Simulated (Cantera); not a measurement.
**Stirred combustor or abatement burner**

A perfectly stirred reactor is fed with 30.1 % H2, 12.6 % O2, 47.3 % N2, 9.95 % H2O, equivalence ratio 1.2, at 17.0 bar; it is adiabatic with a 625 K inlet, and is followed from long to short residence time, starting on the burning branch (τ in s: 0.17, 0.066, 0.025, 0.0098, 0.0038, 0.0014, 0.00056, 0.00021, 8.2e-05).

Model: GRI-Mech 3.0 (53 species, 325 reactions), integrated in Cantera. The hydrogen kinetics of GRI-Mech 3.0 are dated; newer H2 mechanisms differ, most at raised pressure. The pressure lies above the range GRI-Mech 3.0 was tuned for (to about 10 atm).

```tsv
τ (s)	T (K)	x H2	x O2	x H2O	x NO2	x H2O2
0.17	2405	0.0576	4.14e-5	0.399	1.20e-8	5.95e-8
0.066	2405	0.0576	4.52e-5	0.399	1.18e-8	6.10e-8
0.025	2405	0.0576	5.51e-5	0.399	1.15e-8	6.48e-8
0.0098	2404	0.0577	7.87e-5	0.399	1.07e-8	7.41e-8
0.0038	2402	0.0577	0.000134	0.399	9.47e-9	9.76e-8
0.0014	2397	0.0580	0.000259	0.398	8.37e-9	1.58e-7
0.00056	2389	0.0584	0.000486	0.397	8.33e-9	2.83e-7
0.00021	2372	0.0593	0.000945	0.395	9.34e-9	5.54e-7
8.2e-5	2348	0.0609	0.00176	0.391	1.08e-8	1.02e-6
```
x: mole fraction; the columns are a selection and need not sum to one.
